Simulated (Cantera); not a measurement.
Low-pressure radical oxidation in H2/O2

An isothermal, constant-pressure homogeneous reactor starts with 4.76 % H2, 95.1 % O2, 0.124 % H2O, equivalence ratio 0.025, at 998 K and 1.73 Torr.

Cantera simulation using the H2/O2 subset of GRI-Mech 3.0, which has no nitrogen chemistry; the numbers are that mechanism's predictions, not measurements. Radical loss at walls, strong at low pressure, is not modelled. The temperature is held fixed by assumption; the heat of reaction is taken as removed at once.

```json
[
 {"t (s)": "2.00e-5", "x H2": "0.0476", "x O2": "0.951", "x H2O": "0.00124", "x H2O2": "<1e-12", "x O": "<1e-12", "x HO2": "1.43e-12", "x H": "1.42e-12"},
 {"t (s)": "5.53e-5", "x H2": "0.0476", "x O2": "0.951", "x H2O": "0.00124", "x H2O2": "<1e-12", "x O": "<1e-12", "x HO2": "3.97e-12", "x H": "3.83e-12"},
 {"t (s)": "0.000153", "x H2": "0.0476", "x O2": "0.951", "x H2O": "0.00124", "x H2O2": "<1e-12", "x O": "<1e-12", "x HO2": "1.10e-11", "x H": "1.01e-11"},
 {"t (s)": "0.000423", "x H2": "0.0476", "x O2": "0.951", "x H2O": "0.00124", "x H2O2": "<1e-12", "x O": "6.78e-12", "x HO2": "3.03e-11", "x H": "2.50e-11"},
 {"t (s)": "0.00117", "x H2": "0.0476", "x O2": "0.951", "x H2O": "0.00124", "x H2O2": "<1e-12", "x O": "4.36e-11", "x HO2": "8.40e-11", "x H": "6.33e-11"},
 {"t (s)": "0.00323", "x H2": "0.0476", "x O2": "0.951", "x H2O": "0.00124", "x H2O2": "<1e-12", "x O": "3.22e-10", "x HO2": "2.33e-10", "x H": "2.46e-10"},
 {"t (s)": "0.00894", "x H2": "0.0476", "x O2": "0.951", "x H2O": "0.00124", "x H2O2": "<1e-12", "x O": "7.69e-9", "x HO2": "6.69e-10", "x H": "4.76e-9"},
 {"t (s)": "0.0247", "x H2": "0.0475", "x O2": "0.951", "x H2O": "0.00127", "x H2O2": "1.53e-11", "x O": "2.09e-5", "x HO2": "7.66e-8", "x H": "1.28e-5"},
 {"t (s)": "0.0684", "x H2": "0.00122", "x O2": "0.920", "x H2O": "0.0407", "x H2O2": "1.64e-8", "x O": "0.0239", "x HO2": "1.23e-6", "x H": "0.0121"},
 {"t (s)": "0.189", "x H2": "0.000633", "x O2": "0.925", "x H2O": "0.0439", "x H2O2": "1.19e-8", "x O": "0.0210", "x HO2": "1.13e-6", "x H": "0.00777"},
 {"t (s)": "0.523", "x H2": "0.000371", "x O2": "0.936", "x H2O": "0.0470", "x H2O2": "1.34e-8", "x O": "0.0119", "x HO2": "1.03e-6", "x H": "0.00332"},
 {"t (s)": "1.45", "x H2": "0.000114", "x O2": "0.946", "x H2O": "0.0492", "x H2O2": "1.48e-8", "x O": "0.00358", "x HO2": "7.30e-7", "x H": "0.000548"},
 {"t (s)": "4.00", "x H2": "1.88e-5", "x O2": "0.949", "x H2O": "0.0498", "x H2O2": "1.28e-8", "x O": "0.000595", "x HO2": "3.32e-7", "x H": "3.68e-5"}
]
```
x: mole fraction; the columns are a selection and need not sum to one.

Equilibrium at this temperature and pressure: H2 8.86e-11, O2 0.950, H2O 0.0500, H2O2 6.41e-12, O 3.03e-9, HO2 4.33e-10, H <1e-12 (gas phase only).
